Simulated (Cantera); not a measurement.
A perfectly stirred reactor is fed with C3H8 : H2 = 1 : 1.7 (molar parts), at 0.270 Torr; it is held at 1150 K, and followed from long to short residence time.

Model: GRI-Mech 3.0 (53 species, 325 reactions), integrated in Cantera. GRI-Mech 3.0 was tuned for natural gas; its chemistry of propane as a main component is partial and can be far from experiment. GRI-Mech 3.0 stops at C3 and has no aromatics, soot or wall deposition, so with more carbon than oxygen in the feed, carbon stays in small species such as C2H2 where larger ones or solid carbon would form. Radical loss at walls, strong at low pressure, is not modelled.

### Question
What does this change do: temperature 1150 to 1973 K?

### Answer
```tsv
quantity	before	after
x(C3H8) at τ = 7.70 s	0.0258	1.64e-5
x(H2) at τ = 7.70 s	0.495	0.716
x(C2H4) at τ = 7.70 s	0.200	0.000296
x(CH4) at τ = 7.70 s	0.237	0.0167
x(C2H) at τ = 7.70 s	6.58e-10	4.43e-5
x(C3H8) at τ = 75.0 ms	0.353	0.00174
x(H2) at τ = 75.0 ms	0.622	0.608
x(C2H4) at τ = 75.0 ms	0.0118	0.0192
x(CH4) at τ = 75.0 ms	0.0103	0.122
x(C2H) at τ = 75.0 ms	<1e-12	4.72e-5
```
